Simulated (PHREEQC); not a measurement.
Dissolve 0.009 mol H2SO4, 0.28 mol FeSO4 and 0.63 mol MnSO4 per kg of water at 25 °C. Closed to the air; pH follows from the charge balance.

Computed with PHREEQC (Pitzer model, pitzer.dat).

| quantity | before | after |
|---|---|---|
| pH | 2.68 | 2.56 |
| HSO4- (mol/kgw) | 0.0135 | 0.0123 |

Q: Name the change that produced these shifts.
A. diluted 100-fold with water
B. diluted 5-fold with water
C. MnSO4 from 0.63 to 0.315 mol/kgw
D. MnSO4 from 0.63 to 1.26 mol/kgw

A: C, MnSO4 from 0.63 to 0.315 mol/kgw

This is a speciation only: nothing precipitates in the calculation. In brines, pH and single-ion activities rest on the MacInnes convention.
